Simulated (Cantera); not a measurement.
Source: NASA polynomial tables (part measured, part estimated), evaluated in Cantera. Values are per mole of reaction as written; species without (g) are pure solids or liquids, kept so even where they would boil at 1 bar.

Ta + 4 OH(g) ⇌ TaO2(g) + 2 H2O(g)

```tsv
T (K)	ΔH° (kJ)	ΔS° (J/K)	ΔG° (kJ)	log10 K
300	?	?	?	?
1398	-860.3	-149.1	-651.9	24.36
1598	-862.3	-150.4	-622.0	20.33
1798	?	?	?	?
1998	-865.9	-152.4	-561.4	14.68
2198	-867.7	-153.2	-530.8	12.62
2398	-869.5	-154.1	-500.1	10.89
2598	?	?	?	?
2798	?	?	?	?
2998	-876.7	-156.7	-406.9	7.09
```

Task: Complete the blanks.

Result: 
- 300, ΔH° (kJ): -841.9
- 300, ΔS° (J/K): -118.7
- 300, ΔG° (kJ): -806.3
- 300, log10 K: 140.39
- 1798, ΔH° (kJ): -864.1
- 1798, ΔS° (J/K): -151.4
- 1798, ΔG° (kJ): -591.8
- 1798, log10 K: 17.19
- 2598, ΔH° (kJ): -871.6
- 2598, ΔS° (J/K): -154.9
- 2598, ΔG° (kJ): -469.2
- 2598, log10 K: 9.43
- 2798, ΔH° (kJ): -874.0
- 2798, ΔS° (J/K): -155.8
- 2798, ΔG° (kJ): -438.2
- 2798, log10 K: 8.18
